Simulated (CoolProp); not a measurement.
Vapour-liquid equilibrium of R134a (1) + R124 (2) at 38.75 °C; x and y are mole fractions of (1).

Values from CoolProp's multi-fluid Helmholtz-energy mixture model, Tillner-Roth 1994 and de Vries 1995; pair parameters Bell 2016.

| x | bubble pressure (kPa) | y at the bubble point | dew pressure at overall composition x (kPa) | liquid density (mol/L) |
|---|---|---|---|---|
| 0.05 | 598.3 | 0.083 | [?] | 9.640 |
| 0.15 | [?] | 0.229 | 619.9 | 9.779 |
| 0.25 | 693.8 | 0.355 | 654.5 | 9.925 |
| 0.35 | [?] | [?] | 692.0 | 10.08 |
| 0.45 | 780.9 | 0.562 | 732.3 | 10.24 |
| 0.55 | 821.5 | 0.651 | 775.4 | 10.40 |
| 0.65 | 860.3 | 0.734 | [?] | [?] |
| 0.75 | 897.4 | 0.812 | 867.8 | 10.77 |
| 0.85 | 932.8 | 0.888 | 915.0 | 10.97 |
| 0.95 | [?] | 0.963 | 961.0 | 11.18 |

Fill in the missing entries.


- 0.05, dew pressure at overall composition x (kPa): 588.1
- 0.15, bubble pressure (kPa): 647.1
- 0.35, bubble pressure (kPa): 738.3
- 0.35, y at the bubble point: 0.464
- 0.65, dew pressure at overall composition x (kPa): 820.9
- 0.65, liquid density (mol/L): 10.58
- 0.95, bubble pressure (kPa): 966.6

No azeotrope shows between x = 0.05 and 0.95.

Pair parameters are fitted to limited data, so mixtures are less certain than the pure fluids.
